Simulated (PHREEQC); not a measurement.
A solution holds 4.8 mol/kgw LiBr, 0.16 mol/kgw CaCl2 and 0.31 mol/kgw NaCl, at 25 °C. Closed to the air; pH follows from the charge balance.

The numbers come from PHREEQC with the Pitzer model, pitzer.dat.

```json
[
 {"quantity": "SI of Halite (NaCl)", "before": "-1.86", "after": "-6.46"},
 {"quantity": "SI of Portlandite (Ca(OH)2)", "before": "-11.05", "after": "-11.98"}
]
```

Which change was made?
(A) diluted 100-fold with water
(B) LiBr left out
(C) NaCl from 0.31 to 3.1 mol/kgw
(D) diluted 2-fold with water
(E) NaCl from 0.31 to 0.062 mol/kgw

A, diluted 100-fold with water

Precipitation was switched off in this run.
